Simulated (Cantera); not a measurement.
An adiabatic, constant-volume homogeneous reactor starts with H2 : O2 : N2 = 1 : 0.588 : 2.21 (molar parts), equivalence ratio 0.85, at 1598 K and 3450 Torr. Integrator tolerance rtol = 1e-08.

Detailed kinetics in Cantera: GRI-Mech 3.0 (53 species, 325 reactions). The hydrogen kinetics of GRI-Mech 3.0 are dated; newer H2 mechanisms differ, most at raised pressure. Above 3000 K some thermodynamic fits are extrapolated.

What does this change do: constant pressure in place of constant volume?


```tsv
quantity	before	after
time of steepest temperature rise	2.15 µs	2.18 µs
temperature at 0.300 s	3116 K	2956 K
equilibrium temperature	3116 K	2956 K
x(H2) at 0.300 s	0.0342 (gas-phase equilibrium 0.0342)	0.0283 (gas-phase equilibrium 0.0283)
x(O2) at 0.300 s	0.0244 (gas-phase equilibrium 0.0244)	0.0245 (gas-phase equilibrium 0.0245)
x(NO2) at 0.300 s	8.70e-6 (gas-phase equilibrium 8.70e-6)	6.11e-6 (gas-phase equilibrium 6.11e-6)
x(HO2) at 0.300 s	2.65e-5 (gas-phase equilibrium 2.65e-5)	1.78e-5 (gas-phase equilibrium 1.78e-5)
x(NO) at 0.300 s	0.0168 (gas-phase equilibrium 0.0168)	0.0140 (gas-phase equilibrium 0.0140)
```

What does this change do: N2 2.21 to 6.1 parts?


| quantity | before | after |
|---|---|---|
| time of steepest temperature rise | 2.15 µs | 4.52 µs |
| temperature at 0.300 s | 3116 K | 2613 K |
| equilibrium temperature | 3116 K | 2613 K |
| x(H2) at 0.300 s | 0.0342 (gas-phase equilibrium 0.0342) | 0.00500 (gas-phase equilibrium 0.00500) |
| x(O2) at 0.300 s | 0.0244 (gas-phase equilibrium 0.0244) | 0.00973 (gas-phase equilibrium 0.00973) |
| x(NO2) at 0.300 s | 8.70e-6 (gas-phase equilibrium 8.70e-6) | 2.82e-6 (gas-phase equilibrium 2.82e-6) |
| x(HO2) at 0.300 s | 2.65e-5 (gas-phase equilibrium 2.65e-5) | 3.51e-6 (gas-phase equilibrium 3.51e-6) |
| x(NO) at 0.300 s | 0.0168 (gas-phase equilibrium 0.0168) | 0.00621 (gas-phase equilibrium 0.00621) |
